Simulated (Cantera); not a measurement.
Input: 1 mol Si, 1.8 mol HCl, 11 mol H2, equilibrated at 598 K and 1 atm.

Equilibrium computed with Cantera from the NASA thermochemical tables; the gas is ideal and each condensed phase is pure. Candidate condensed phases: Si; 19 gas species. Kinetics and transport are ignored.

Base state: H2 0.958, SiHCl3 0.0208, SiCl4 0.0205, SiH2Cl2 0.00106, HCl 2.47e-5, SiH3Cl 1.04e-5 (mole fractions); condensed: Si(s).

### Question
What changes in the equilibrium state with this change: pressure from 1 atm to 0.520 bar?

### Answer
```csv
species,before,after
H2,0.958,0.958
SiCl4,0.0205,0.0222
SiHCl3,0.0208,0.0187
SiH3Cl,1.04e-5,6.46e-6
SiH2Cl2,0.00106,0.000788
"Si(s), mol",0.479,0.488
```

### Question
What changes in the equilibrium state with this change: HCl from 1.8 to 0.61 mol?

### Answer
```csv
species,before,after
H2,0.958,0.984
SiHCl3,0.0208,0.00884
SiCl4,0.0205,0.00640
SiH2Cl2,0.00106,0.000607
HCl,2.47e-5,1.87e-5
SiH3Cl,1.04e-5,8.13e-6
"Si(s), mol",0.479,0.819
```
